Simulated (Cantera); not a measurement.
Source: NASA polynomial tables (part measured, part estimated), evaluated in Cantera. Values are per mole of reaction as written; species without (g) are pure solids or liquids, kept so even where they would boil at 1 bar.

Between 1625 and 1925 K, where is each reaction favourable under standard conditions?
- H2(g) + ZrO2 = 2 OH(g) + Zr


- H2(g) + ZrO2 = 2 OH(g) + Zr: ΔG° is 824 kJ at 1625 K and 763 kJ at 1925 K; it stays positive (K < 1). ΔH° is 1155 kJ and ΔS° 204 J/K at 1925 K.
